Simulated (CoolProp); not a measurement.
Values from CoolProp's reference Helmholtz-energy equation of state, Thol 2015.

Problem. For octamethylcyclotetrasiloxane (D4), give the phase and the density (kg/m³), Joule-Thomson coefficient (K/MPa) at 420.7 K and 0.948 MPa.

Solution. 
- 420.7 K and 0.948 MPa: liquid; density 807, Joule-Thomson coefficient -0.215
